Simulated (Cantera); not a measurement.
Input: 1 mol Si, 2.1 mol Cl2, 73 mol H2, equilibrated at 823.15 K and 1.33 mbar.

Equilibrium computed with Cantera from the NASA thermochemical tables; the gas is ideal and each condensed phase is pure. Candidate condensed phases: Si; 19 gas species. The tables' values for SiCl3 are old estimates; treat these amounts as uncertain. Rates play no part.

Base state: H2 0.981, SiCl4 0.0109, HCl 0.00578, SiHCl3 0.00224, SiCl3 6.77e-5, SiH2Cl2 3.87e-5, SiCl2 3.75e-5 (mole fractions); condensed: Si(s).

Task: What changes in the equilibrium state with this change: Cl2 from 2.1 to 4.5 mol?

Result: 
```tsv
species	before	after
H2	0.981	0.921
HCl	0.00578	0.0656
SiCl4	0.0109	0.0128
SiHCl3	0.00224	0.000218
SiH2Cl2	3.87e-5	3.12e-7
SiCl2	3.75e-5	3.22e-7
SiCl3	6.77e-5	6.79e-6
Si(s), mol	0.0115	0
```

Task: What changes in the equilibrium state with this change: Cl2 from 2.1 to 0.93 mol?

Result: 
```
species      before    after
----------  -------  -------
H2            0.981    0.990
HCl         0.00578  0.00460
SiCl4        0.0109  0.00429
SiCl3       6.77e-5  3.35e-5
SiHCl3      0.00224  0.00112
Si(s), mol   0.0115    0.597
```
